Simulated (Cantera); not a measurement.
## Low-pressure radical oxidation in H2/O2

An isothermal, constant-pressure homogeneous reactor starts with H2 : O2 = 0.0051 : 1 (molar parts), equivalence ratio 0.0026, at 925 K and 2300 Pa.

Detailed kinetics in Cantera: the H2/O2 subset of GRI-Mech 3.0, which has no nitrogen chemistry. Radical loss at walls, strong at low pressure, is not modelled. Below about 950 K walls govern HO2 and H2O2 in real vessels.

```json
[
 {"t (s)": "1.00e-5", "x H2": "0.00507", "x O2": "0.995", "x H2O2": "<1e-12", "x O": "<1e-12", "x H2O": "<1e-12", "x HO2": "<1e-12", "x H": "<1e-12"},
 {"t (s)": "3.28e-5", "x H2": "0.00507", "x O2": "0.995", "x H2O2": "<1e-12", "x O": "<1e-12", "x H2O": "<1e-12", "x HO2": "<1e-12", "x H": "<1e-12"},
 {"t (s)": "0.000107", "x H2": "0.00507", "x O2": "0.995", "x H2O2": "<1e-12", "x O": "<1e-12", "x H2O": "<1e-12", "x HO2": "1.00e-12", "x H": "<1e-12"},
 {"t (s)": "0.000351", "x H2": "0.00507", "x O2": "0.995", "x H2O2": "<1e-12", "x O": "2.19e-12", "x H2O": "<1e-12", "x HO2": "3.34e-12", "x H": "1.32e-12"},
 {"t (s)": "0.00115", "x H2": "0.00507", "x O2": "0.995", "x H2O2": "<1e-12", "x O": "1.38e-11", "x H2O": "6.98e-12", "x HO2": "1.13e-11", "x H": "2.96e-12"},
 {"t (s)": "0.00377", "x H2": "0.00507", "x O2": "0.995", "x H2O2": "<1e-12", "x O": "1.52e-10", "x H2O": "1.46e-10", "x HO2": "4.42e-11", "x H": "1.81e-11"},
 {"t (s)": "0.0124", "x H2": "0.00507", "x O2": "0.995", "x H2O2": "<1e-12", "x O": "3.43e-8", "x H2O": "4.01e-8", "x HO2": "2.43e-9", "x H": "3.66e-9"},
 {"t (s)": "0.0405", "x H2": "0.000802", "x O2": "0.993", "x H2O2": "1.58e-7", "x O": "0.00142", "x H2O": "0.00401", "x HO2": "5.62e-6", "x H": "0.000219"},
 {"t (s)": "0.133", "x H2": "1.77e-5", "x O2": "0.995", "x H2O2": "1.90e-8", "x O": "0.000221", "x H2O": "0.00505", "x HO2": "9.55e-7", "x H": "3.72e-6"},
 {"t (s)": "0.434", "x H2": "1.62e-6", "x O2": "0.995", "x H2O2": "1.04e-8", "x O": "3.23e-5", "x H2O": "0.00508", "x HO2": "2.82e-7", "x H": "1.79e-7"},
 {"t (s)": "1.42", "x H2": "1.84e-7", "x O2": "0.995", "x H2O2": "5.41e-9", "x O": "3.92e-6", "x H2O": "0.00508", "x HO2": "6.83e-8", "x H": "7.68e-9"},
 {"t (s)": "4.66", "x H2": "1.83e-8", "x O2": "0.995", "x H2O2": "1.88e-9", "x O": "5.15e-7", "x H2O": "0.00509", "x HO2": "1.34e-8", "x H": "3.76e-10"},
 {"t (s)": "15.3", "x H2": "1.26e-9", "x O2": "0.995", "x H2O2": "5.01e-10", "x O": "8.83e-8", "x H2O": "0.00509", "x HO2": "2.70e-9", "x H": "2.68e-11"},
 {"t (s)": "50.0", "x H2": "8.99e-11", "x O2": "0.995", "x H2O2": "1.33e-10", "x O": "1.92e-8", "x H2O": "0.00509", "x HO2": "6.28e-10", "x H": "2.72e-12"}
]
```
x: mole fraction; the columns are a selection and need not sum to one.

Equilibrium at this temperature and pressure: H2 <1e-12, O2 0.995, H2O2 <1e-12, O 8.87e-11, H2O 0.00509, HO2 7.18e-11, H <1e-12 (gas phase only).
